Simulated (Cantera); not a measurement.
A freely propagating, adiabatic, planar premixed flame of CO : H2 : CH4 : O2 : N2 : H2O = 1 : 0.19 : 1 : 2.16 : 8.65 : 3.8 (molar parts), unburnt at 348 K and 1.00 bar; mixture-averaged transport, grid criteria slope 0.08 and curve 0.16, no radiation.

Model: GRI-Mech 3.0 (53 species, 325 reactions), integrated in Cantera. Burning velocities carry a grid error of a few per cent, more on coarse grids.

Predict: laminar burning velocity; thermal thickness; peak x(H); peak x(CH3).


- laminar burning velocity: 16.2 cm/s
- thermal thickness: 1.01 mm
- peak x(H): 0.00298
- peak x(CH3): 0.000729
